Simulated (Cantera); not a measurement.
Gas mixture: CO₂ : C₂H₆ : CH₃OH = 0.36 : 0.66 : 0.79 (molar parts), at 0.203 Torr, frozen composition.

Cantera's kinetic-theory transport with the Lennard-Jones parameters of GRI-Mech 3.0, ideal gas; thermal conductivity in the multicomponent form. Polar gases are described roughly by these parameters. The composition is frozen, though it would react at the higher temperatures.

One state of this run: ρ (kg/m³) = 0.000137; cp (J/kg/K) = 2505; μ (µPa s) = 26.1; λ (mW/m/K) = 86.7; Pr = 0.754; D (cm²/s) CH₃ = 3660; D (cm²/s) H₂O = 3920; D (cm²/s) CH₄ = 3640. D: mixture-averaged diffusion coefficient of that species in the mixture.

### Question
Which value of T (K) does it belong to?
A. 1800
B. 1200
C. 400
D. 800

### Answer
D, 800
